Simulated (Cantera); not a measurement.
A perfectly stirred reactor is fed with 3.50 % C₂H₄, 19.5 % O₂, 73.2 % N₂, 3.85 % H₂O, equivalence ratio 0.54, at 0.770 bar; it is adiabatic with a 350 K inlet, and is followed from long to short residence time, starting on the burning branch (τ in s: 0.26, 0.11, 0.045, 0.019, 0.0079, 0.0033, 0.0014, 0.00058, 0.00024, 0.0001, 4.3e-05, 1.8e-05).

Computed with Cantera and GRI-Mech 3.0 (53 species, 325 reactions). GRI-Mech 3.0 was tuned for natural gas; its chemistry of ethylene as a main component is partial and can be far from experiment.

x: mole fraction; the columns are a selection and need not sum to one.

```json
[
 {"τ (s)": "0.26", "T (K)": "1665", "x C₂H₄": "4.47e-6", "x O₂": "0.0895", "x OH": "0.000819", "x NO": "9.15e-6", "x O": "?", "x HCN": "1.51e-9"},
 {"τ (s)": "0.11", "T (K)": "1661", "x C₂H₄": "7.40e-6", "x O₂": "0.0895", "x OH": "0.00107", "x NO": "8.24e-6", "x O": "?", "x HCN": "2.05e-9"},
 {"τ (s)": "0.045", "T (K)": "1655", "x C₂H₄": "1.23e-5", "x O₂": "0.0896", "x OH": "0.00140", "x NO": "6.95e-6", "x O": "?", "x HCN": "2.66e-9"},
 {"τ (s)": "0.019", "T (K)": "1645", "x C₂H₄": "1.99e-5", "x O₂": "0.0898", "x OH": "0.00179", "x NO": "5.67e-6", "x O": "?", "x HCN": "3.47e-9"},
 {"τ (s)": "0.0079", "T (K)": "1629", "x C₂H₄": "3.28e-5", "x O₂": "0.0901", "x OH": "0.00224", "x NO": "4.73e-6", "x O": "?", "x HCN": "5.26e-9"},
 {"τ (s)": "0.0033", "T (K)": "1603", "x C₂H₄": "5.55e-5", "x O₂": "0.0909", "x OH": "0.00269", "x NO": "4.24e-6", "x O": "?", "x HCN": "9.56e-9"},
 {"τ (s)": "0.0014", "T (K)": "1563", "x C₂H₄": "9.96e-5", "x O₂": "0.0924", "x OH": "0.00302", "x NO": "3.84e-6", "x O": "?", "x HCN": "1.91e-8"},
 {"τ (s)": "0.00058", "T (K)": "1497", "x C₂H₄": "0.000214", "x O₂": "0.0959", "x OH": "0.00301", "x NO": "2.80e-6", "x O": "?", "x HCN": "3.86e-8"},
 {"τ (s)": "0.00024", "T (K)": "350", "x C₂H₄": "0.0350", "x O₂": "0.195", "x OH": "<1e-12", "x NO": "<1e-12", "x O": "<1e-12", "x HCN": "<1e-12"},
 {"τ (s)": "0.00010", "T (K)": "350", "x C₂H₄": "0.0350", "x O₂": "0.195", "x OH": "<1e-12", "x NO": "<1e-12", "x O": "<1e-12", "x HCN": "<1e-12"},
 {"τ (s)": "4.3e-5", "T (K)": "350", "x C₂H₄": "0.0350", "x O₂": "0.195", "x OH": "<1e-12", "x NO": "<1e-12", "x O": "<1e-12", "x HCN": "<1e-12"},
 {"τ (s)": "1.8e-5", "T (K)": "350", "x C₂H₄": "0.0350", "x O₂": "0.195", "x OH": "<1e-12", "x NO": "<1e-12", "x O": "<1e-12", "x HCN": "<1e-12"}
]
```

Task: Some entries are withheld; supply them.

Result: 
- 0.26, x O: 0.000109
- 0.11, x O: 0.000188
- 0.045, x O: 0.000331
- 0.019, x O: 0.000564
- 0.0079, x O: 0.000940
- 0.0033, x O: 0.00149
- 0.0014, x O: 0.00215
- 0.00058, x O: 0.00263
